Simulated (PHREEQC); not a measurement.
## Acid rinse or clean with arsenic or selenium liquor: an equilibrium model

Solution A (0.042 mol HF, 0.23 mol NaCl and 0.0038 mol MnSO4 per kg of water) is mixed with solution B (4.1 mmol/kgw Na2HAsO4 and 0.083 mmol/kgw NaCl) at 25 °C; shares are by mass of water, 1 kg in all. The system is closed to oxygen. CO2 from the air is kept out. Only these solids could form: Pyrochroite, Mn3(AsO4)2:8H2O, Halite, Mirabilite.

Computed with PHREEQC (ion-association model, wateq4f.dat).

Problem. Predict pH, HAsO4-2 (mol/kgw), H2AsO4- (mol/kgw) at share of solution B = 0.2, 0.4, 0.6, 1.

Solution. 
| share of solution B | pH | HAsO4-2 (mol/kgw) | H2AsO4- (mol/kgw) |
|---|---|---|---|
| 0.2 | 2.39 | 2.12e-8 | 0.000519 |
| 0.4 | 2.52 | 6.02e-8 | 0.00114 |
| 0.6 | 2.72 | 1.48e-7 | 0.00191 |
| 1 | 9.09 | 0.00405 | 3.37e-5 |

wateq4f.dat counts part of the HF as a dimer, H2F2, which phreeqc.dat doesn't know; its constant is uncertain. The database has no arsenate complexes of Mn.
